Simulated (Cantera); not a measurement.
Adiabatic ignition

An adiabatic, constant-volume homogeneous reactor starts with C2H4 : O2 : N2 : H2O = 1 : 1.67 : 11 : 1.6 (molar parts), at 1250 K and 9.00 bar.

Model: GRI-Mech 3.0 (53 species, 325 reactions), integrated in Cantera. GRI-Mech 3.0 was tuned for natural gas; its chemistry of ethylene as a main component is partial and can be far from experiment.

| t (s) | T (K) | P (bar) | x C2H4 | x O2 | x H2O | x CH4 | x NO |
|---|---|---|---|---|---|---|---|
| 6.00e-6 | 1250 | 9.00 | 0.0655 | 0.109 | 0.105 | 1.19e-10 | <1e-12 |
| 1.60e-5 | 1250 | 9.00 | 0.0655 | 0.109 | 0.105 | 9.49e-10 | <1e-12 |
| 4.29e-5 | 1250 | 9.00 | 0.0655 | 0.109 | 0.105 | 7.82e-9 | <1e-12 |
| 0.000115 | 1250 | 9.00 | 0.0655 | 0.109 | 0.105 | 1.08e-7 | <1e-12 |
| 0.000307 | 2490 | 19.5 | 2.05e-8 | 6.94e-6 | 0.146 | 1.33e-5 | 0.000117 |
| 0.000820 | 2489 | 19.5 | <1e-12 | 7.21e-6 | 0.146 | 2.70e-10 | 0.000140 |
| 0.00219 | 2490 | 19.5 | <1e-12 | 7.22e-6 | 0.146 | 2.69e-10 | 0.000127 |
| 0.00587 | 2490 | 19.5 | <1e-12 | 7.22e-6 | 0.146 | 2.69e-10 | 0.000122 |
| 0.0157 | 2490 | 19.5 | <1e-12 | 7.22e-6 | 0.146 | 2.69e-10 | 0.000122 |
| 0.0420 | 2490 | 19.5 | <1e-12 | 7.22e-6 | 0.146 | 2.69e-10 | 0.000122 |
| 0.112 | 2490 | 19.5 | <1e-12 | 7.22e-6 | 0.146 | 2.69e-10 | 0.000122 |
| 0.300 | 2490 | 19.5 | <1e-12 | 7.22e-6 | 0.146 | 2.69e-10 | 0.000122 |
x: mole fraction; the columns are a selection and need not sum to one.

The time of steepest temperature rise is 0.257 ms, the temperature at 0.300 s is 2490 K and the equilibrium temperature is 2490 K. The x(C2H4) at 0.300 s is <1e-12 (gas-phase equilibrium <1e-12) and the x(O2) at 0.300 s comes out as 7.22e-6 (gas-phase equilibrium 7.22e-6). The x(H2O) at 0.300 s is 0.146 (gas-phase equilibrium 0.146).
